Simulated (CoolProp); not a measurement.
The numbers come from the reference Helmholtz-energy equation of state, Lemmon 2006 in CoolProp. It is a short technical equation, of lower accuracy than the large ones.

Question: For C2F6 (R116), give the phase and the speed of sound (m/s), fugacity coefficient at 321.2 K and 2.54 MPa; 321.2 K and 5.08 MPa; 321.2 K and 10.2 MPa.

Answer: 
- 321.2 K and 2.54 MPa: gas; speed of sound 117, fugacity coefficient 0.804
- 321.2 K and 5.08 MPa: supercritical; speed of sound 101, fugacity coefficient 0.620
- 321.2 K and 10.2 MPa: supercritical; speed of sound 219, fugacity coefficient 0.421
